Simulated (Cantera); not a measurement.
Charge: 1 mol Si₃N₄, 0.37 mol H₂O, 5 mol N₂, 0.0054 mol O₂, equilibrated at 0.770 Pa.

Equilibrium computed with Cantera from the NASA thermochemical tables; the gas is ideal and each condensed phase is pure. Candidate condensed phases: H₂O, Si, SiO₂, Si₂N₂O, Si₃N₄; 35 gas species. Mutual solubility and eutectic melting of coexisting phases are not modelled. Equilibrium is a limit: real reactors are often held back by kinetics, nucleation or transport.

Question: Which condensed phases are stable at each of these points (T (K)): 1423, 1448, 1473, 1498, 1523, 1548, 1573, 1598, 1623, 1648, 1673, 1698, 1723, 1748?

Answer: 
| T (K) | condensed phases | Si condensed (%) |
|---|---|---|
| 1423 | Si(s) + Si₂N₂O(s) | 94.9 |
| 1448 | Si(s) | 87.2 |
| 1473 | Si(s) | 87.1 |
| 1498 | Si(s) | 87.0 |
| 1523 | Si(s) | 86.7 |
| 1548 | Si(s) | 86.2 |
| 1573 | Si(s) | 85.4 |
| 1598 | Si(s) | 84.1 |
| 1623 | Si(s) | 81.8 |
| 1648 | Si(s) | 78.2 |
| 1673 | Si(s) | 72.1 |
| 1698 | Si(l) | 62.6 |
| 1723 | Si(l) | 48.4 |
| 1748 | Si(l) | 25.2 |

At 1423 K the condensed part is Si(s) + Si₂N₂O(s). From 1448 K to 1673 K the condensed part is Si(s). From 1698 K to 1748 K the condensed part is Si(l).
